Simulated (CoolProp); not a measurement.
Octamethylcyclotetrasiloxane (D4) along the isotherm 609.1 K: Z from the reference equation and from simpler models built on Tc = 586.5 K, pc = 1347 kPa, ω = 0.598; each cubic takes its own stable root.

The numbers come from the reference Helmholtz-energy equation of state, Thol 2015 in CoolProp.

```csv
p (kPa),phase,reference,van der Waals,Redlich-Kwong,Soave-Redlich-Kwong,Peng-Robinson
21.3,gas,0.9952,0.9957,0.9952,0.9954,0.9948
33.2,gas,0.9925,0.9933,0.9924,0.9928,0.9918
51.6,gas,0.9883,0.9895,0.9882,0.9887,0.9873
80.4,gas,0.9816,0.9836,0.9816,0.9824,0.9802
125,gas,0.9713,0.9743,0.9712,0.9724,0.9690
195,gas,0.9547,0.9595,0.9546,0.9566,0.9513
304,gas,0.9281,0.9356,0.9280,0.9313,0.9232
473,gas,0.8850,0.8963,0.8849,0.8905,0.8781
736,gas,0.8121,0.8282,0.8116,0.8219,0.8033
1150,gas,0.6772,0.6918,0.6717,0.6953,0.6687
1780,supercritical,0.3680,0.3557,0.3371,0.4167,0.3900
2780,supercritical,0.3380,0.4463,0.3778,0.3996,0.3637
4330,supercritical,0.4653,0.6224,0.5078,0.5234,0.4731
6740,supercritical,0.6671,0.8906,0.7078,0.7212,0.6502
```
